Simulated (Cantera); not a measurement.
Cantera run, input and output.

```python
import numpy as np
import cantera as ct

gas = ct.Solution("gri30.yaml")
gas.TPX = 1000, 101325, {'CO': 0.0038, 'O2': 0.043, 'H2O': 0.048, 'N2': 1}
reactor = ct.IdealGasConstPressureReactor(gas, energy="off", clone=False)
net = ct.ReactorNet([reactor])
net.rtol, net.atol = 1e-08, 1e-18
show = ['CO', 'O2', 'H2O', 'H2', 'NO', 'CO2']
times = np.geomspace(0.0003, 5, 11)

steps = ct.SolutionArray(gas, extra=["t"])
rows = []
print(f"{'t/s':>10s}{'T/K':>9s}{'P/Pa':>11s}" + "".join(f"{s:>11s}" for s in show))
for t in times:
    while net.time < t:
        t_next = net.step()
        steps.append(gas.state, t=t_next)
    rows.append([np.interp(t, steps.t, y) for y in (steps.T, steps.P, *steps(*show).X.T)])
    print(f"{t:10.3e}{rows[-1][0]:9.1f}{rows[-1][1]:11.4g}" + "".join(f"{x:11.3e}" for x in rows[-1][2:]))
rate = np.gradient(steps.T, steps.t)
print("integrator steps:", len(steps.t))
if steps.T.max() > steps.T[0] + 200:
    print(f"time of steepest temperature rise: {steps.t[rate.argmax()]:.4e} s")
gas.TPX = 1000, 101325, {'CO': 0.0038, 'O2': 0.043, 'H2O': 0.048, 'N2': 1}
gas.equilibrate("TP")
print(f"equilibrium (TP): T = {gas.T:.1f} K  " + "  ".join(f"{s} {gas[s].X[0]:.3e}" for s in show))
```

Output:

```
       t/s      T/K       P/Pa         CO         O2        H2O         H2         NO        CO2
 3.000e-04   1000.0  1.013e+05  3.471e-03  3.928e-02  4.384e-02  2.527e-13  4.342e-22  5.754e-11
 7.931e-04   1000.0  1.013e+05  3.471e-03  3.928e-02  4.384e-02  2.927e-12  2.969e-21  2.551e-10
 2.096e-03   1000.0  1.013e+05  3.471e-03  3.928e-02  4.384e-02  2.686e-11  2.262e-20  1.544e-09
 5.542e-03   1000.0  1.013e+05  3.471e-03  3.928e-02  4.384e-02  2.554e-10  2.535e-19  1.268e-08
 1.465e-02   1000.0  1.013e+05  3.471e-03  3.928e-02  4.384e-02  5.282e-09  2.189e-17  2.515e-07
 3.873e-02   1000.0  1.013e+05  3.443e-03  3.926e-02  4.384e-02  8.829e-07  5.127e-14  2.803e-05
 1.024e-01   1000.0  1.013e+05  3.179e-03  3.913e-02  4.384e-02  9.208e-06  8.277e-13  2.927e-04
 2.707e-01   1000.0  1.013e+05  2.543e-03  3.883e-02  4.384e-02  1.642e-05  3.617e-12  9.292e-04
 7.155e-01   1000.0  1.013e+05  1.506e-03  3.833e-02  4.387e-02  1.143e-05  1.019e-11  1.969e-03
 1.891e+00   1000.0  1.013e+05  5.577e-04  3.787e-02  4.390e-02  3.715e-06  1.428e-11  2.918e-03
 5.000e+00   1000.0  1.013e+05  1.481e-04  3.768e-02  4.392e-02  8.585e-07  1.017e-11  3.329e-03
integrator steps: 764
equilibrium (TP): T = 1000.0 K  CO 1.092e-12  O2 3.760e-02  H2O 4.392e-02  H2 1.979e-11  NO 1.434e-05  CO2 3.477e-03
```

Cantera simulation using GRI-Mech 3.0 (53 species, 325 reactions); the numbers are that mechanism's predictions, not measurements.
